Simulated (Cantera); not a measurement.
Cantera run:

```python
import numpy as np
import cantera as ct

gas_names = [...]  # 123 gases of nasa_gas.yaml made of C, H, O, Si
cond_names = """
    C(gr) C6H6(L) C7H8(L) C8H18(L),n-octa H2O(s) H2O(L) Si(cr) Si(L) SiC(b) SiO2(Lqz) SiO2(hqz) SiO2(L)
""".split()


# ... load() reads the species with a 1 bar reference pressure and builds the phases ...
atoms = {
    'SiC': {'Si': 1, 'C': 1},
    'H2O': {'H': 2, 'O': 1},
    'H2': {'H': 2},
    'CO2': {'C': 1, 'O': 2},
}
top_T = {'C(gr)': 4500, 'SiC(b)': 3050}  # K; cautious upper limits of use, not melting points


# ... equilibrate(T, P, feed) seeds the gas with the atoms and calls Mixture.equilibrate('TP', solver="vcs", rtol=1e-11, max_steps=5000) ...
results = []
feed = {'SiC': 1, 'H2O': 0.7, 'H2': 200, 'CO2': 0.045}  # mol
T = 1523.15  # K
P = 63  # Pa
mix = equilibrate(T, P, feed)
results.append((T, P, feed, dict(zip(mix.species_names, mix.species_moles))))
x = sorted(zip(gas.X, gas.species_names), reverse=True)
print(f"T = {T:g} K  P = {P:g} Pa  gas = {mix.phase_moles(0):.4g} mol")
print("   x: " + "  ".join(f"{s} {v:.3e}" for v, s in x if v > 1e-06))
print("   condensed (mol): " + ("  ".join(f"{mix.phase(i).name} {mix.phase_moles(i):.4g}"
      for i in range(1, mix.n_phases) if mix.phase_moles(i) > 1e-12) or "none"))
```

Result:

```
T = 1523.15 K  P = 63 Pa  gas = 201.6 mol
   x: H2 9.952e-01  CO 2.074e-03  SiO 1.845e-03  H 9.202e-04  Si 4.647e-06
   condensed (mol): SiC(b) 0.627
```

These are equilibrium values from Cantera (NASA tables, ideal gas, pure condensed phases), not measurements of a reactor.
